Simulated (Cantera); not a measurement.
A perfectly stirred reactor is fed with 13.8 % H₂, 9.57 % O₂, 76.6 % N₂, equivalence ratio 0.72, at 1.58 atm; it is adiabatic with a 750 K inlet, and is followed from long to short residence time, starting on the burning branch (τ in s: 0.033, 0.02, 0.012, 0.0069, 0.0041, 0.0024, 0.0014, 0.00085, 0.00051, 0.0003, 0.00018, 0.00011, 6.2e-05).

Model: GRI-Mech 3.0 (53 species, 325 reactions), integrated in Cantera.

x: mole fraction; the columns are a selection and need not sum to one.

```csv
τ (s),T (K),x H₂,x O₂,x H₂O₂,x O,x NO,x H₂O
0.033,1768,0.000478,0.0285,(withheld),0.000172,1.58e-5,0.147
0.020,1765,0.000659,0.0285,(withheld),0.000239,1.49e-5,0.146
0.012,1761,0.000914,0.0285,(withheld),0.000332,1.39e-5,0.146
0.0069,1755,0.00130,0.0286,(withheld),0.000474,1.31e-5,0.145
0.0041,1747,0.00179,0.0287,(withheld),0.000660,1.27e-5,0.144
0.0024,1735,0.00248,0.0289,(withheld),0.000921,1.28e-5,0.143
0.0014,1720,0.00340,0.0291,(withheld),0.00127,1.35e-5,0.142
0.00085,1701,0.00448,0.0295,(withheld),0.00169,1.46e-5,0.140
0.00051,1676,0.00586,0.0300,(withheld),0.00223,1.59e-5,0.137
0.00030,1642,0.00763,0.0309,(withheld),0.00290,1.70e-5,0.134
0.00018,1601,0.00970,0.0319,(withheld),0.00361,1.73e-5,0.131
0.00011,1554,0.0122,0.0334,(withheld),0.00431,1.64e-5,0.126
6.2e-5,1487,0.0162,0.0358,(withheld),0.00496,1.37e-5,0.120
```

Task: Complete the blanks.

Result: 
- 0.033, x H₂O₂: 1.50e-7
- 0.020, x H₂O₂: 1.85e-7
- 0.012, x H₂O₂: 2.28e-7
- 0.0069, x H₂O₂: 2.86e-7
- 0.0041, x H₂O₂: 3.52e-7
- 0.0024, x H₂O₂: 4.36e-7
- 0.0014, x H₂O₂: 5.44e-7
- 0.00085, x H₂O₂: 6.75e-7
- 0.00051, x H₂O₂: 8.54e-7
- 0.00030, x H₂O₂: 1.12e-6
- 0.00018, x H₂O₂: 1.48e-6
- 0.00011, x H₂O₂: 1.98e-6
- 6.2e-5, x H₂O₂: 2.82e-6
